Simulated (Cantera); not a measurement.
A Cantera script and its output.

```python
import numpy as np
import cantera as ct

gas = ct.Solution("gri30.yaml")
gas.TPX = 498, 13332, {'CH4': 1, 'O2': 2.6, 'N2': 9.77}
flame = ct.FreeFlame(gas, width=0.16)
flame.set_refine_criteria(ratio=3, slope=0.08, curve=0.16)
flame.transport_model = "mixture-averaged"
flame.solve(loglevel=0, auto=True)
z, T = flame.grid, flame.T
thick = (T[-1] - T[0]) / np.gradient(T, z).max()
show = ['CH4', 'O2', 'HCN', 'N2O', 'NO', 'NO2']
print(f"laminar burning velocity  {flame.velocity[0] * 100:.3f} cm/s")
print(f"burnt temperature         {T[-1]:.1f} K")
print(f"thermal thickness         {thick * 1e3:.4f} mm")
print(f"grid points               {len(z)}")
z0 = z[flame.heat_release_rate.argmax()]
print(f"{'z/mm':>9s}{'T/K':>9s}{'u/(m/s)':>9s}" + "".join(f"{s:>11s}" for s in show))
rows = []
for k in (-3, -2, -1.5, -1, -0.5, -0.25, 0, 0.25, 0.5, 1, 2, 4, 8):
    zz = z0 + k * thick
    rows.append([k * thick, np.interp(zz, z, T), np.interp(zz, z, flame.velocity),
                 *(np.interp(zz, z, flame.X[gas.species_index(s)]) for s in show)])
    print(f"{rows[-1][0] * 1e3:9.3f}{rows[-1][1]:9.1f}{rows[-1][2]:9.3f}" + "".join(f"{x:11.3e}" for x in rows[-1][3:]))
```

It prints:

```
laminar burning velocity  113.289 cm/s
burnt temperature         2074.1 K
thermal thickness         2.2932 mm
grid points               153
     z/mm      T/K  u/(m/s)        CH4         O2        HCN        N2O         NO        NO2
   -6.880    498.0    1.133  7.476e-02  1.944e-01  3.259e-13  3.208e-15  6.158e-12  1.300e-13
   -4.586    498.4    1.135  7.466e-02  1.942e-01  1.005e-11  9.737e-14  1.028e-10  1.621e-11
   -3.440    501.0    1.143  7.439e-02  1.938e-01  1.163e-10  1.187e-12  8.532e-10  1.442e-10
   -2.293    531.9    1.218  7.244e-02  1.915e-01  2.947e-09  3.299e-11  1.406e-08  1.069e-09
   -1.147    813.3    1.884  5.595e-02  1.705e-01  7.157e-08  9.152e-10  2.205e-07  6.427e-10
   -0.573   1161.7    2.717  3.284e-02  1.379e-01  2.352e-07  3.261e-09  6.220e-07  9.601e-10
    0.000   1511.2    3.562  9.226e-03  9.658e-02  5.248e-07  8.772e-09  1.426e-06  8.967e-10
    0.573   1656.3    3.911  9.912e-04  7.112e-02  4.670e-07  1.664e-08  2.419e-06  2.263e-10
    1.147   1689.4    3.982  6.153e-05  6.148e-02  2.036e-07  2.240e-08  3.115e-06  1.303e-10
    2.293   1718.3    4.032  2.012e-07  5.582e-02  2.551e-08  2.563e-08  4.005e-06  1.482e-10
    4.586   1755.5    4.101  4.466e-11  5.302e-02  6.762e-10  2.610e-08  5.429e-06  1.971e-10
    9.173   1805.6    4.203  2.951e-17  5.149e-02  9.228e-13  2.797e-08  7.942e-06  3.101e-10
   18.346   1869.2    4.332  5.248e-19  5.006e-02  4.647e-14  3.202e-08  1.231e-05  5.705e-10
```

Detailed kinetics in Cantera: GRI-Mech 3.0 (53 species, 325 reactions). Burning velocities carry a grid error of a few per cent, more on coarse grids.
